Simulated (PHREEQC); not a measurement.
A solution holds 0.00073 mol NH4Br per kg of water, at 25 °C. Closed to the air; pH follows from the charge balance.

All values are PHREEQC results (ion-association model, phreeqc.dat), not measurements.

Precipitation was switched off in this run.

What pH, specific conductance does the model give?

pH 6.20; specific conductance 107 µS/cm.
